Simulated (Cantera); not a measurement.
# Equilibrium for sublimation and decomposition of ceramics: SiO2 + N2

Charge: 1 mol SiO2, 9.1 mol N2, held at 0.133 bar.

Method: chemical equilibrium by Gibbs-energy minimisation in Cantera with the NASA 1993 tables (ideal gas, pure condensed phases). Candidate condensed phases: Si, SiO2, Si2N2O, Si3N4; 30 gas species. Ions and electrons are included (thermal ionisation). The tables' values for SiO2, SiN are old estimates; treat these amounts as uncertain. The tables hold silica as quartz up to 1696 K and as liquid above; real silica turns to tridymite and cristobalite and melts near 1996 K. Equilibrium is a limit: real reactors are often held back by kinetics, nucleation or transport.

| T (K) | log p N2 | log p O | log p SiO | log p N | log p Si | log p O2 | log p NO | log p SiO2 | n SiO2(l) |
|---|---|---|---|---|---|---|---|---|---|
| 2000 | -0.88 | -6.02 | -4.83 | -9.48 | <-12 | -5.70 | -5.01 | -6.59 | 0.999 |
| 2250 | -0.88 | -4.44 | -3.45 | -8.09 | -10.89 | -4.01 | -3.90 | -4.94 | 0.975 |
| 2500 | -0.90 | -3.22 | -2.31 | -6.99 | -9.08 | -2.76 | -3.08 | -3.63 | 0.628 |
| 2750 | -0.95 | -2.56 | -1.92 | -6.09 | -7.80 | -2.42 | -2.76 | -3.43 | 0 |
| 3000 | -0.95 | -2.26 | -1.91 | -5.33 | -6.81 | -2.62 | -2.72 | -3.84 | 0 |
| 3250 | -0.96 | -2.08 | -1.92 | -4.69 | -5.89 | -2.96 | -2.77 | -4.26 | 0 |
| 3500 | -0.96 | -2.00 | -1.92 | -4.13 | -5.03 | -3.39 | -2.88 | -4.70 | 0 |
| 3750 | -0.96 | -1.97 | -1.92 | -3.65 | -4.26 | -3.83 | -3.01 | -5.11 | 0 |
| 4000 | -0.96 | -1.94 | -1.93 | -3.23 | -3.57 | -4.23 | -3.13 | -5.49 | 0 |
| 4250 | -0.97 | -1.91 | -1.96 | -2.86 | -3.00 | -4.56 | -3.24 | -5.83 | 0 |
| 4500 | -0.98 | -1.86 | -2.05 | -2.54 | -2.58 | -4.81 | -3.30 | -6.17 | 0 |
| 4750 | -1.00 | -1.80 | -2.21 | -2.25 | -2.30 | -5.00 | -3.35 | -6.54 | 0 |
| 5000 | -1.03 | -1.75 | -2.46 | -1.99 | -2.14 | -5.18 | -3.41 | -6.98 | 0 |
log p: log10 of the partial pressure in bar; n: condensed amount in mol.

From 2000 K to 2500 K the condensed part is SiO2(l). From 2750 K to 5000 K nothing is condensed. The main Si-bearing gas is SiO at 2000 K and Si at 5000 K.
